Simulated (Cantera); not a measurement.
Charge: 1 mol CH₂F₂, 0.6 mol HCl, at 3225 °C and 15.0 mbar.

Cantera equilibrium calculation (NASA polynomials, part measured and part estimated; ideal gas, pure solids and liquids). Candidate condensed phases: C, C₆H₆, C₇H₈, C₈H₁₈; 118 gas species. The tables' values for CCl are old estimates; treat these amounts as uncertain. The numbers say what is thermodynamically allowed, not how fast it happens.

Base state: H 0.330, HF 0.214, F 0.200, Cl 0.126, C 0.0525, C₃ 0.0371, C₂ 0.0155, CF 0.0149 (mole fractions); condensed: gas only.

### Question
What changes in the equilibrium state with this change: temperature from 3225 °C to 2277 °C?

### Answer
| species | before | after |
|---|---|---|
| HF | 0.214 | 0.707 |
| Cl | 0.126 | 0.107 |
| HCl | 0.00272 | 0.106 |
| H | 0.330 | 0.0453 |
| F | 0.200 | 0.00240 |
| C | 0.0525 | 2.18e-5 |
| C₂ | 0.0155 | 6.61e-6 |
| C₃ | 0.0371 | 7.10e-5 |
| CF | 0.0149 | 9.13e-5 |
| H₂ | 0.00473 | 0.0316 |
| C₄ | 0.000115 | 5.37e-8 |
| C₅ | 0.000178 | 2.62e-7 |
| C(graphite), mol | 0 | 0.996 |
